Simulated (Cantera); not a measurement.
Feed: 1 mol BF₃, 2.6 mol O₂, 0.83 mol H₂, at 65.0 mbar.

Cantera equilibrium calculation (NASA polynomials, part measured and part estimated; ideal gas, pure solids and liquids). Candidate condensed phases: B, B₂O₃, B₃O₃H₃, H₂O; 43 gas species. Gases not in the tables: H₃BO₃. The numbers say what is thermodynamically allowed, not how fast it happens.

### Question
Which condensed phases are stable at each of these points (T (K)): 1275, 1325, 1375, 1425, 1475, 1525, 1575, 1625, 1675, 1725, 1775, 1825, 1875, 1925?

### Answer
```tsv
T (K)	condensed phases	B condensed (%)
1275	B₂O₃(l)	5.4
1325	B₂O₃(l)	1.2
1375	gas only	0.0
1425	gas only	0.0
1475	gas only	0.0
1525	gas only	0.0
1575	gas only	0.0
1625	gas only	0.0
1675	gas only	0.0
1725	gas only	0.0
1775	gas only	0.0
1825	gas only	0.0
1875	gas only	0.0
1925	gas only	0.0
```

From 1275 K to 1325 K the condensed part is B₂O₃(l). From 1375 K to 1925 K nothing is condensed.
